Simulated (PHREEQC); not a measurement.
Consider water at 21 °C with 0.0051 mol Fe(NO3)3 per kg of water. Closed to the air; pH follows from the charge balance.

All values are PHREEQC results (ion-association model, phreeqc.dat), not measurements.

```json
{
  "pH": "2.54",
  "ionic_strength": "0.0263 mol/kgw",
  "total_alkalinity": "-10.2 meq/kg"
}
```

| species | molality | activity | log γ |
|---|---|---|---|
| NO3- | 0.0153 | 0.0130 | -0.071 |
| H+ | 0.00331 | 0.00291 | -0.056 |
| FeOH+2 | 0.00197 | 0.00108 | -0.260 |
| Fe+3 | 0.00197 | 0.000621 | -0.500 |
| Fe2(OH)2+4 | 0.000437 | 3.74e-5 | -1.068 |
| Fe(OH)2+ | 0.000122 | 0.000106 | -0.064 |
| Fe3(OH)4+5 | 5.58e-5 | 1.20e-6 | -1.669 |
| Fe(OH)3 | 3.88e-9 | 3.91e-9 | 0.003 |

Precipitation was switched off in this run. Saturation is exceeded, for instance for Hematite (slow to form), Goethite (slow to form); the values hold only as long as no solid forms.
